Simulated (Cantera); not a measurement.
Input: 1 mol MgO, 13 mol HCl, 0.83 mol O₂, held at 1373 K and 450 Pa.

Cantera equilibrium calculation (NASA polynomials, part measured and part estimated; ideal gas, pure solids and liquids). Candidate condensed phases: H₂O, Mg, MgCl₂, MgO, Mg(OH)₂; 22 gas species. Rates play no part.

Task: What is the equilibrium state?

Result: 
```
Quantity                              Value
--------------------------------  ---------
x(HCl)                                0.832
x(H₂O)                               0.0523
x(O₂)                                0.0468
x(Cl)                                0.0331
x(MgCl₂)                             0.0264
x(Cl₂)                              0.00934
x(OH)                               4.49e-5
x(ClO)                              1.41e-5
x(HOCl)                             3.39e-6
n(MgO(s))                         0.633 mol
gas amount                        13.88 mol
log10 activity of Mg(l) (absent)     -15.28
```
